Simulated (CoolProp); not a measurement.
Vapour pressure (kPa) of c-C4F8 (RC318): the reference equation beside estimates from Tc = 115.2 °C, pc = 2778 kPa, ω = 0.355. Clausius-Clapeyron is anchored at 11.65 °C with a constant enthalpy of vaporisation of 21.99 kJ/mol.

Computed with CoolProp (reference Helmholtz-energy equation of state, Platzer 1990). This equation is an older, rougher fit; its heat capacities, sound speeds and derivatives of the liquid may be far off and weren't checked against measurements.

| T (°C) | reference | Clausius-Clapeyron | van der Waals | Redlich-Kwong | Peng-Robinson |
|---|---|---|---|---|---|
| 11.65 | 199.2 | 199.2 | 702.9 | 355.3 | 198.1 |
| 18.75 | 254.7 | 249.7 | 792.7 | 430.7 | 252.9 |
| 25.95 | 322.1 | 310.6 | 890.9 | 517.9 | 319.8 |
| 33.05 | 401.1 | 381.3 | 995.0 | 615.2 | 398.2 |
| 40.25 | 495.3 | 465.0 | 1108 | 726.3 | 492.1 |
| 47.35 | 603.5 | 560.6 | 1227 | 848.5 | 600.2 |
| 54.55 | 730.4 | 672.1 | 1356 | 986.1 | 727.5 |
| 61.65 | 874.1 | 797.5 | 1491 | 1136 | 872.0 |

Absolute difference from the reference over all 8 rows, mean and median: Clausius-Clapeyron 5.1 and 5.5 %, van der Waals 146.5 and 135.9 %, Redlich-Kwong 51.7 and 50.0 %, Peng-Robinson 0.6 and 0.6 %.
